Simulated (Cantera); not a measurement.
Input: 1 mol SiH₄, 1.6 mol NH₃, 1.1 mol N₂, at 0.133 bar.

These are equilibrium values from Cantera (NASA tables, ideal gas, pure condensed phases), not measurements of a reactor. Candidate condensed phases: Si, Si₃N₄; 18 gas species. Gases not in the tables: Si₂H₆ and higher silanes. Rates play no part.

Problem. Which condensed phases are stable at each of these points (T (°C)): 975, 1075, 1175, 1275, 1375, 1475, 1575, 1675, 1775?

Solution. 
```json
[
 {"T (°C)": "975", "condensed phases": "Si₃N₄(s)", "Si condensed (%)": "100.0"},
 {"T (°C)": "1075", "condensed phases": "Si₃N₄(s)", "Si condensed (%)": "100.0"},
 {"T (°C)": "1175", "condensed phases": "Si₃N₄(s)", "Si condensed (%)": "100.0"},
 {"T (°C)": "1275", "condensed phases": "Si₃N₄(s)", "Si condensed (%)": "100.0"},
 {"T (°C)": "1375", "condensed phases": "Si₃N₄(s)", "Si condensed (%)": "100.0"},
 {"T (°C)": "1475", "condensed phases": "Si₃N₄(s)", "Si condensed (%)": "100.0"},
 {"T (°C)": "1575", "condensed phases": "Si₃N₄(s)", "Si condensed (%)": "100.0"},
 {"T (°C)": "1675", "condensed phases": "Si(l)", "Si condensed (%)": "99.8"},
 {"T (°C)": "1775", "condensed phases": "Si(l)", "Si condensed (%)": "99.4"}
]
```

From 975 °C to 1575 °C the condensed part is Si₃N₄(s). From 1675 °C to 1775 °C the condensed part is Si(l).
